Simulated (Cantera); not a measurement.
Mixture: CO : H₂ : CH₄ : O₂ : N₂ : H₂O = 1 : 0.034 : 1.3 : 4.52 : 17 : 0.52 (molar parts), equivalence ratio 0.69, at 7500 Torr, adiabatic and at constant pressure. Ignition delay is the time to a rise of 400 K.

Detailed kinetics in Cantera: GRI-Mech 3.0 (53 species, 325 reactions). Below about 1000 K GRI-Mech 3.0 lacks low-temperature oxidation paths.

What does this change do: H2 0.034 to 0.01 parts?


| quantity | before | after |
|---|---|---|
| delay at 975 K | 0.149 s | 0.230 s |
| delay at 1075 K | 26.0 ms | 36.5 ms |
| delay at 1175 K | 5.95 ms | 7.66 ms |
| delay at 1275 K | 1.66 ms | 2.00 ms |
| delay at 1375 K | 0.537 ms | 0.614 ms |
| apparent activation energy between 1325 and 1425 K | 170 kJ/mol | 170 kJ/mol |
